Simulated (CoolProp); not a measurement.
Vapour-liquid equilibrium of propane (1) + R113 (2) at 246 K; x and y are mole fractions of (1).

Values from CoolProp's multi-fluid Helmholtz-energy mixture model, Lemmon 2009 and Marx 1992; pair parameters Bell 2016.

### Question
Give the bubble pressure and the first vapour's composition at x = 0.125, 0.875, 0.95. Is there an azeotrope?

### Answer
x = 0.125: 0.03463 MPa, y = 0.912; x = 0.875: 0.1652 MPa, y = 0.996; x = 0.95: 0.1781 MPa, y = 0.998. No azeotrope shows between x = 0.05 and 0.95.

Pair parameters are fitted to limited data, so mixtures are less certain than the pure fluids.
